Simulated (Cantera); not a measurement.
An isothermal, constant-pressure homogeneous reactor starts with NH₃ : H₂ = 1 : 0.24 (molar parts), at 1825 K and 0.0227 atm.

Cantera simulation using the gas-phase N/H chemistry of the illustrative SiF4/NH3 mechanism in the Surface Chemkin manual (1991); the numbers are that mechanism's predictions, not measurements. Walls and surfaces, which speed up NH3 decomposition in real reactors, are not modelled.

One state of this run: x NH₃ = 0.734; x H₂ = 0.246; x N₂H₄ = 1.56e-8; x NH₂ = 0.000555; x N₂ = 0.0199. x: mole fraction; the columns are a selection and need not sum to one.

**Question.** Which value of t (s) does it belong to?
A. 0.393
B. 0.0454
C. 7.00e-5
D. 0.000606

**Answer.** A, 0.393
